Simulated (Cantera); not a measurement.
A closed system holds: 1 mol Fe₂O₃, 56 mol H₂, 1.8 mol N₂, held at 2123.15 K and 0.0133 bar.

Equilibrium computed with Cantera from the NASA thermochemical tables; the gas is ideal and each condensed phase is pure. Candidate condensed phases: Fe, FeO, Fe(OH)₂, Fe(OH)₃, Fe₂O₃, Fe₃O₄, H₂O; 27 gas species. The numbers say what is thermodynamically allowed, not how fast it happens.

Base state: H₂ 0.859, H₂O 0.0492, Fe 0.0329, N₂ 0.0297, H 0.0288, OH 0.000204, FeO 4.96e-5 (mole fractions); condensed: gas only.

Question: What changes in the equilibrium state with this change: Fe₂O₃ replaced by PbO?

Answer: 
```
species    before    after
-------  --------  -------
H₂          0.859    0.907
N₂         0.0297   0.0302
H          0.0288   0.0296
Fe         0.0329        0
H₂O        0.0492   0.0167
Pb              0   0.0168
FeO       4.96e-5        0
OH       0.000204  6.74e-5
```
Further candidate phases: Pb, PbO, PbO₂, Pb₃O₄.

Question: What changes in the equilibrium state with this change: pressure from 0.0133 bar to 1.60 bar?

Answer: 
```tsv
species	before	after
H₂	0.859	0.914
H₂O	0.0492	0.0518
N₂	0.0297	0.0311
Fe	0.0329	0.000834
H	0.0288	0.00271
FeO	4.96e-5	1.24e-6
OH	0.000204	1.90e-5
Fe(l), mol	0	1.95
```
